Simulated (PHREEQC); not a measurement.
Solution (5 °C): 5.4 mmol/kgw MnCl2, 31 mmol/kgw LiCl and 12 mmol/kgw NH4HCO3. Closed to the air; pH follows from the charge balance.

Model: ion-association model, wateq4f.dat, run in PHREEQC.

Each row changes one thing in this solution. Precipitation was switched off in this run.

```json
[
 {"case": "as made", "pH": "7.48", "ionic strength (mol/kgw)": "0.0539", "HCO3- (mol/kgw)": "0.00916", "CO2 (mol/kgw)": "0.000815", "NH3 (mol/kgw)": "3.72e-5", "CO3-2 (mol/kgw)": "1.36e-5"},
 {"case": "temperature from 5 to 75 °C", "pH": "[?]", "ionic strength (mol/kgw)": "0.0537", "HCO3- (mol/kgw)": "0.00869", "CO2 (mol/kgw)": "0.00156", "NH3 (mol/kgw)": "0.000951", "CO3-2 (mol/kgw)": "1.15e-5"},
 {"case": "0.00032 mol/kgw Na2CO3 added", "pH": "7.58", "ionic strength (mol/kgw)": "0.0541", "HCO3- (mol/kgw)": "0.00946", "CO2 (mol/kgw)": "[?]", "NH3 (mol/kgw)": "4.61e-5", "CO3-2 (mol/kgw)": "1.74e-5"},
 {"case": "temperature from 5 to 45 °C", "pH": "7.13", "ionic strength (mol/kgw)": "0.0538", "HCO3- (mol/kgw)": "0.00901", "CO2 (mol/kgw)": "0.00104", "NH3 (mol/kgw)": "0.000277", "CO3-2 (mol/kgw)": "1.43e-5"},
 {"case": "MnCl2 left out", "pH": "8.13", "ionic strength (mol/kgw)": "0.0429", "HCO3- (mol/kgw)": "0.0117", "CO2 (mol/kgw)": "0.000239", "NH3 (mol/kgw)": "0.000165", "CO3-2 (mol/kgw)": "7.34e-5"}
]
```

Task: What belongs in the gaps?

Result: 
- temperature from 5 to 75 °C, pH: 6.97
- 0.00032 mol/kgw Na2CO3 added, CO2 (mol/kgw): 0.000678

Some of these states are supersaturated (in Rhodochrosite, for instance). Carbamate, which ammonia and carbonate form, is missing from the database. Away from 25 °C the constants follow the database's enthalpies or fits; those with neither stay at their 25 °C values.
